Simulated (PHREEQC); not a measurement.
# Leach liquor

Make-up at 49 °C: 5.5 mmol/kgw HCl and 1.1 mmol/kgw LiCl. Closed to the air; pH follows from the charge balance.

Model: ion-association model, phreeqc.dat, run in PHREEQC.

No solid was allowed to form.

Problem. Predict the pH.

Solution. pH 2.29.

Away from 25 °C the constants follow the database's enthalpies or fits; those with neither stay at their 25 °C values.
